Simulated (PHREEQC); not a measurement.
Solution (60 °C): 0.027 mol/kgw HCl, 0.058 mol/kgw ZnSO4 and 0.00045 mol/kgw Na2SO4. It is in equilibrium with CO2 at log p = -3.4 (atm). Otherwise closed; pH follows from the charge balance.

All values are PHREEQC results (ion-association model, wateq4f.dat), not measurements.

```yaml
pH: 2.05
ionic_strength: 0.136 mol/kgw
total_alkalinity: -27.0 meq/kg
```

```
species     molality  activity   log γ
----------  --------  --------  ------
Zn+2          0.0334    0.0115  -0.463
Cl-           0.0240    0.0174  -0.139
ZnSO4         0.0193    0.0199   0.014
SO4-2         0.0185   0.00581  -0.503
HSO4-         0.0159    0.0118  -0.129
H+            0.0111   0.00889  -0.095
ZnCl+        0.00293   0.00215  -0.135
Zn(SO4)2-2   0.00233  0.000739  -0.499
Na+         0.000869  0.000653  -0.125
ZnCl2        4.31e-5   4.45e-5   0.014
NaSO4-       3.06e-5   2.32e-5  -0.121
CO2          6.35e-6   6.55e-6   0.014
ZnCl3-       1.43e-6   1.05e-6  -0.135
ZnCl4-2      3.70e-8   1.17e-8  -0.498
ZnOH+        2.03e-8   1.52e-8  -0.125
```

This is a speciation only: nothing precipitates in the calculation. At this temperature some constants are extrapolated from 25 °C, and those without enthalpy data are left unchanged.
